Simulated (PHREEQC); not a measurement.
1 kg of water holding 0.01 mol K2CO3 and 0.3 mol K2SO4 is evaporated at 30 °C; the solids stay in contact with the brine. CO2 is held at log p = -3.4 (atm). The run lets Arcanite, Kalicinite, Misenite precipitate or redissolve, and no other solid.

Base run: PHREEQC, Pitzer model, pitzer.dat. Each further column changes one thing. The table gives C in solution (mol/kgw).

```tsv
H2O removed (mol)	base	temperature from 30 to 75 °C	temperature from 30 to 50 °C
0	0.0166	0.0140	0.0154
30.18	0.0333	0.0282	0.0308
43.95	0.0669	0.0580	0.0623
50.23	0.136	0.121	0.128
52.58	0.232	0.211	0.221
54.17	0.481	0.447	0.463
54.9	1.01	0.957	0.982
55.23	2.17	2.06	2.11
```

 Constants without temperature data keep their 25 °C values here.
